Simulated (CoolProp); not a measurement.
A simple Rankine cycle with R142b: condensing at 306.15 K, boiler at 2.74 MPa, turbine inlet 469 K, turbine efficiency 0.65, pump efficiency 0.6, no recuperator. Each further row changes one setting.

Values from CoolProp's reference Helmholtz-energy equation of state, Lemmon 2006. It is a short technical equation, of lower accuracy than the large ones.

| case | thermal efficiency (%) | net work (kJ/kg) | heat in (kJ/kg) | turbine exit temperature (K) | volume ratio over the turbine |
|---|---|---|---|---|---|
| as stated | (withheld) | 35.4 | 338 | (withheld) | (withheld) |
| condensing temperature 298.15 K | (withheld) | 40.1 | 349 | (withheld) | (withheld) |
| boiler pressure 1.92 MPa | (withheld) | (withheld) | 347 | 427.2 | 4.43 |
| turbine efficiency 0.55 | 8.7 | 29.4 | 338 | 420.1 | 6.59 |

### Question
Complete the blanks.

### Answer

- as stated, thermal efficiency (%): 10.5
- as stated, turbine exit temperature (K): 414.4
- as stated, volume ratio over the turbine: 6.48
- condensing temperature 298.15 K, thermal efficiency (%): 11.5
- condensing temperature 298.15 K, turbine exit temperature (K): 408.8
- condensing temperature 298.15 K, volume ratio over the turbine: 8.18
- boiler pressure 1.92 MPa, thermal efficiency (%): 8.8
- boiler pressure 1.92 MPa, net work (kJ/kg): 30.7
